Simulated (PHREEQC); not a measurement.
HCl is added in steps, without added water, to 1 kg of water holding 0.023 mol AgNO3, 0.016 mol HF and 0.061 mol Zn(NO3)2, at 25 °C. Oxygen alone is held at its pressure in air (log pO2 = -0.68). CO2 from the air is kept out. Solids allowed: Zincite(c), Zn5(OH)8Cl2, Cerargyrite, Ag2O, ZnF2. Others were left out.

Base run: PHREEQC, ion-association model, wateq4f.dat. Each further column changes one thing. The table gives pH.

```csv
HCl added (mol),base,Debye-Hückel limiting law,metal-ligand complexes left out,all activity coefficients set to 1,Davies equation for every ion
0,2.47,2.55,2.51,2.42,2.50
0.001375,2.39,2.48,2.43,2.33,2.42
0.00275,2.32,2.41,2.35,2.25,2.35
0.004125,2.25,2.35,2.28,2.18,2.28
0.0055,2.19,2.30,2.21,2.12,2.22
0.006875,2.14,2.24,2.15,2.06,2.16
0.00825,2.08,2.20,2.10,2.00,2.11
0.009625,2.04,2.15,2.05,1.95,2.07
0.011,1.99,2.11,2.00,1.91,2.02
```

wateq4f.dat counts part of the HF as a dimer, H2F2, which phreeqc.dat doesn't know; its constant is uncertain.
